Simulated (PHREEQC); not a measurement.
1 kg of water holding 0.017 mol/kgw KCl and 0.12 mol/kgw Na2SO4 meets 20 L of dry gas (N2 1 by moles) at fixed total pressure, at 80 °C; fugacities by Peng-Robinson. The gases take part in no redox reaction, some water evaporates into the gas, and hydrates or a liquid gas phase aren't modelled. Precipitation was switched off in this run.

The numbers come from PHREEQC with the ion-association model, phreeqc.dat.

```tsv
P (atm)	dissolved N2 (mol/kgw)	φ of N2
2	0.000650	1.001
5	___	1.000
10	___	1.000
20	0.00811	1.000
30	___	1.000
40	0.0161	1.000
50	0.0200	1.000
75	0.0294	1.002
100	0.0383	1.006
150	0.0553	1.015
200	0.0710	1.028
300	0.0998	___
400	0.126	1.112
```

### Question
What belongs in the gaps?

### Answer

- 5, dissolved N2 (mol/kgw): 0.00191
- 10, dissolved N2 (mol/kgw): 0.00400
- 30, dissolved N2 (mol/kgw): 0.0121
- 300, φ of N2: 1.064

Away from 25 °C the constants follow the database's enthalpies or fits; those with neither stay at their 25 °C values.
